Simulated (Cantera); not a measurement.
Input (Python, Cantera) and output of one run.

```python
import numpy as np
import cantera as ct

gas_names = """
    C CH CH2 CH3 CH2OH CH3O CH4 CH3OH CN CO CO2 COOH C2 C2H CHCO,ketyl C2H2,acetylene C2H2,vinylidene
    CH2CO,ketene C2H3,vinyl CH3CN CH3CO,acetyl C2H4 C2H4O,ethylen CH3CHO,ethanal CH3COOH (HCOOH)2 C2H5
    C2H6 CH3OCH3 C2H5OH CCN CNC C2N2 C2O C3 C3H3,propargyl C3H4,allene C3H4,propyne C3H4,cyclo-
    C3H5,allyl C3H6,propylene C3H6,cyclo- C3H6O C3H7,n-propyl C3H7,i-propyl C3H8 C3H8O,1propanol
    C3H8O,2propanol C3O2 C4 C4H2 C4H4,1,3-cyclo- C4H6,butadiene C4H6,2-butyne C4H6,cyclo- C4H8,1-butene
    C4H8,cis2-buten C4H8,tr2-butene C4H8,isobutene C4H8,cyclo- (CH3COOH)2 C4H9,n-butyl C4H9,i-butyl
    C4H9,s-butyl C4H9,t-butyl C4H10,isobutane C4H10,n-butane C4N2 C5 C5H6,1,3cyclo- C5H8,cyclo-
    C5H10,1-pentene C5H10,cyclo- C5H11,pentyl C5H11,t-pentyl C5H12,n-pentane C5H12,i-pentane
    CH3C(CH3)2CH3 C6H2 C6H5,phenyl C6H5O,phenoxy C6H6 C6H5OH,phenol C6H10,cyclo- C6H12,1-hexene
    C6H12,cyclo- C6H13,n-hexyl C7H7,benzyl C7H8 C7H8O,cresol C7H14,1-heptene C7H15,n-heptyl
    C7H16,n-heptane C8H8,styrene C8H10,ethylbenz C8H16,1-octene C8H17,n-octyl C8H18,isooctane
    C8H18,n-octane C9H19,n-nonyl C10H8,naphthale C10H21,n-decyl C12H9,o-bipheny C12H10,bipheny H HCN HCO
    HCCN HNC HNCO HNO HNO2 HNO3 HO2 H2 HCHO,formaldehy HCOOH H2O H2O2 N NCO NH NH2 NH3 NH2OH NO NO2 NO3
    N2 N2H2 N2H4 N2O O OH O2 O3 Pb PbO Pb2
""".split()
cond_names = """
    C(gr) C6H6(L) C7H8(L) C8H18(L),n-octa H2O(s) H2O(L) Pb(cr) Pb(L) PbO(rd) PbO(yw) PbO(L) PbO2(s)
    Pb3O4(s)
""".split()


def load(file, names, dense=False):
    # The tables refer to 1 bar. Condensed volumes are neglected.
    table = {s.name: s for s in ct.Species.list_from_file(file)}
    out = []
    for n in names:
        d = dict(table[n].input_data)
        d["thermo"] = dict(d["thermo"], **{"reference-pressure": 1e5})
        if dense:
            d["equation-of-state"] = {"model": "constant-volume", "density": "1e6 g/cm^3"}
        out.append(ct.Species.from_dict(d))
    return out


gas = ct.Solution(thermo="ideal-gas", species=load("nasa_gas.yaml", gas_names))
cond = {s.name: ct.Solution(thermo="fixed-stoichiometry", species=[s], name=s.name)
        for s in load("nasa_condensed.yaml", cond_names, dense=True)}
atoms = {
    'Pb': {'Pb': 1},
    'O2': {'O': 2},
    'CO': {'C': 1, 'O': 1},
    'NH3': {'N': 1, 'H': 3},
}
top_T = {'C(gr)': 4500, 'Pb3O4(s)': 820}  # K; cautious upper limits of use, not melting points


def equilibrate(T, P, feed):
    n = {}
    for name, mol in feed.items():
        for a, k in atoms[name].items():
            n[a] = n.get(a, 0.0) + k * mol
    gas.TPX = T, P, n
    mass = sum(n.values()) * gas.mean_molecular_weight
    gas.equilibrate("TP")
    valid = [c for c in cond.values() if c.min_temp <= T <= top_T.get(c.name, c.max_temp)]
    mix = ct.Mixture([(gas, mass / gas.mean_molecular_weight)] + [(c, 0.0) for c in valid])
    mix.T, mix.P = T, P
    mix.equilibrate("TP", solver="vcs", rtol=1e-11, max_steps=5000)
    return mix


results = []
feed = {'Pb': 1, 'O2': 0.035, 'CO': 6.1, 'NH3': 0.85}  # mol
P = 970  # Pa
for T in [1048, 1098, 1148, 1198, 1248, 1298, 1348, 1398, 1448, 1498, 1548, 1598, 1648]:
    mix = equilibrate(T, P, feed)
    results.append((T, P, feed, dict(zip(mix.species_names, mix.species_moles))))

top = {s: max(r[3][s] / sum(r[3][g] for g in gas_names) for r in results) for s in gas_names}
cols = sorted((s for s in top if top[s] > 0.0001), key=lambda s: -top[s])[:6]
seen = [c for c in cond_names if any(r[3].get(c, 0) > 1e-12 for r in results)]
print("log10 of partial pressures in bar; condensed amounts in mol")
print(f"{'T/K':>10s}" + "".join(f"{s[:9]:>10s}" for s in cols + seen))
for T, P, feed, n in results:
    ng = sum(n[g] for g in gas_names)
    print(f"{T:10.4g}" + "".join(f"{np.log10(max(n[s] / ng * P / 1e5, 1e-99)):10.3f}" for s in cols)
          + "".join(f"{n.get(c, 0):10.4g}" for c in seen))
```

It prints:

```
log10 of partial pressures in bar; condensed amounts in mol
       T/K        CO        H2        Pb        N2       CO2       H2O     Pb(L)
      1048    -2.126    -2.805    -4.350    -3.279    -4.133    -4.886    0.9639
      1098    -2.129    -2.809    -3.933    -3.282    -4.148    -4.825    0.9049
      1148    -2.137    -2.817    -3.553    -3.290    -4.169    -4.777     0.768
      1198    -2.153    -2.834    -3.205    -3.306    -4.198    -4.744    0.4639
      1248    -2.176    -2.858    -2.958    -3.329    -4.234    -4.724         0
      1298    -2.176    -2.859    -2.958    -3.329    -4.248    -4.686         0
      1348    -2.176    -2.859    -2.958    -3.329    -4.261    -4.652         0
      1398    -2.176    -2.860    -2.958    -3.329    -4.273    -4.622         0
      1448    -2.176    -2.860    -2.958    -3.329    -4.286    -4.596         0
      1498    -2.176    -2.861    -2.958    -3.329    -4.298    -4.572         0
      1548    -2.176    -2.861    -2.958    -3.329    -4.310    -4.550         0
      1598    -2.176    -2.862    -2.958    -3.329    -4.322    -4.531         0
      1648    -2.175    -2.862    -2.958    -3.329    -4.333    -4.514         0
```

These are equilibrium values from Cantera (NASA tables, ideal gas, pure condensed phases), not measurements of a reactor.
